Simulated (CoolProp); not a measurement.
Computed with CoolProp (reference Helmholtz-energy equation of state, Akasaka 2023).

Task: For R1224YDZ, give the phase and the Z, Joule-Thomson coefficient (K/MPa), isothermal compressibility (1/MPa), expansivity (1/kK) at 384.6 K and 0.834 MPa; 384.6 K and 7.5 MPa.

Result: 
- 384.6 K and 0.834 MPa: gas; Z 0.857, Joule-Thomson coefficient 15.8, isothermal compressibility 1.43, expansivity 4.46
- 384.6 K and 7.5 MPa: liquid; Z 0.307, Joule-Thomson coefficient 0.112, isothermal compressibility 0.00812, expansivity 3.03
